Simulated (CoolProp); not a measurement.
Properties of fluorine along the isobar 0.478 MPa.

The numbers come from the reference Helmholtz-energy equation of state, de Reuck 1990 in CoolProp.

```
T (°C)    phase  density (kg/m³)  cv (kJ/(kg K))  isothermal compressibility (1/MPa)  fugacity coefficient
-------  ------  ---------------  --------------  ----------------------------------  --------------------
-188.75  liquid             1507          0.8234                            0.001757                0.1933
-157.95     gas            20.25          0.5829                               2.242                0.9398
-127.15     gas            15.42          0.5644                               2.157                0.9713
-96.35      gas            12.55          0.5624                               2.126                0.9844
-65.55      gas            10.62          0.5683                               2.112                0.9909
-34.75      gas            9.214          0.5789                               2.104                0.9945
-3.95       gas            8.142          0.5920                               2.099                0.9967
26.85       gas            7.295          0.6060                               2.096                0.9981
```
